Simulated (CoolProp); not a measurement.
Saturation properties of sulfur dioxide.

Values from CoolProp's reference Helmholtz-energy equation of state, Gao 2016.

```
T (°C)  p (MPa)  enthalpy of vaporisation (kJ/kg)  surface tension (mN/m)
------  -------  --------------------------------  ----------------------
38.85    0.6089                             341.7                    19.0
48.55    0.8079                             330.6                    17.1
58.15     1.050                             319.0                    15.3
67.85     1.346                             306.5                    13.5
77.55     1.700                             293.0                    11.6
87.25     2.119                             278.4                    9.84
96.95     2.610                             262.3                    8.06
106.65    3.181                             244.4                    6.30
116.35    3.839                             224.2                    4.58
125.95    4.587                             201.0                    2.93
135.65    5.451                             172.7                    1.33
```

It boils at -10.0 °C under 1 atm.

Surface tension comes from a separate correlation (Mulero 2012).
